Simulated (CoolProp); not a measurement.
R236EA along the isotherm 331 K: fugacity coefficient from the reference equation and from simpler models built on Tc = 412.4 K, pc = 3.414 MPa, ω = 0.368; each cubic takes its own stable root.

The numbers come from the reference Helmholtz-energy equation of state, Rui 2013 in CoolProp.

```csv
p (MPa),phase,reference,van der Waals,Redlich-Kwong,Soave-Redlich-Kwong,Peng-Robinson
0.114,gas,0.9746,0.9833,0.9789,0.9765,0.9749
0.228,gas,0.9492,0.9667,0.9579,0.9530,0.9501
0.341,gas,0.9240,0.9502,0.9372,0.9298,0.9255
0.455,gas,0.8986,0.9336,0.9163,0.9065,0.9009
0.683,liquid,0.7301,0.9003,0.8746,0.7455,0.7316
0.797,liquid,0.6287,0.8836,0.8538,0.6423,0.6299
0.91,liquid,0.5532,0.8669,0.7973,0.5655,0.5543
1.02,liquid,0.4959,0.8506,0.7153,0.5071,0.4967
1.14,liquid,0.4459,0.8327,0.6438,0.4563,0.4466
1.25,liquid,0.4086,0.8162,0.5904,0.4183,0.4092
1.37,liquid,0.3746,0.7821,0.5419,0.3838,0.3752
1.48,liquid,0.3484,0.7297,0.5044,0.3571,0.3489
1.59,liquid,0.3258,0.6845,0.4721,0.3341,0.3262
1.71,liquid,0.3045,0.6419,0.4416,0.3124,0.3048
```

At some of these states van der Waals, Redlich-Kwong gives the other phase, because its saturation line lies elsewhere.
